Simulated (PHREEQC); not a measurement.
0.32 g of hydrous ferric oxide (600 m²/g; 0.2 weak and 0.005 strong sites per Fe, Dzombak-Morel constants, diffuse double layer) in 1 kg of water with 0.3 mol/kgw of an inert sodium salt and 5e-05 mol NiCl2 and 0.0018 mol MgCl2, at 25 °C; the pH is set by adding NaOH or the inert anion's acid. Oxygen is held at 0.21 atm. No CO2 enters from the air. Nothing may precipitate in this run.

The series has 17 steps of pH, from 4 to 10.

Model: ion-association model, wateq4f.dat, run in PHREEQC.

Task: Near which pH is half of the Ni sorbed, and on which side is more sorbed?

Result: Near pH 6.8, with more sorbed at higher pH.

Along this series the solution becomes supersaturated in solids that the run did not let form, among them Ni(OH)2.
